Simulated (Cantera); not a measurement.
Charge: 1 mol Si, 0.52 mol Cl₂, 94 mol H₂, held at 873 K and 285 Torr.

These are equilibrium values from Cantera (NASA tables, ideal gas, pure condensed phases), not measurements of a reactor. Candidate condensed phases: Si; 19 gas species. The numbers say what is thermodynamically allowed, not how fast it happens.

Base state: H₂ 0.996, SiHCl₃ 0.00160, HCl 0.00144, SiCl₄ 0.00108, SiH₂Cl₂ 0.000217 (mole fractions); condensed: Si(s).

Task: What changes in the equilibrium state with this change: temperature from 873 K to 1700 K?

Result: 
| species | before | after |
|---|---|---|
| H₂ | 0.996 | 0.989 |
| HCl | 0.00144 | 0.0102 |
| SiCl₂ | 2.63e-6 | 0.000379 |
| SiHCl₃ | 0.00160 | 3.64e-7 |
| H | <1e-9 | 0.000238 |
| SiCl₄ | 0.00108 | 1.94e-8 |
| SiH₂ | <1e-9 | 1.40e-5 |
| Si(s), mol | 0.725 | 0 |
| Si(l), mol | 0 | 0.962 |
Gases not in the tables: Si₂H₆ and higher silanes.
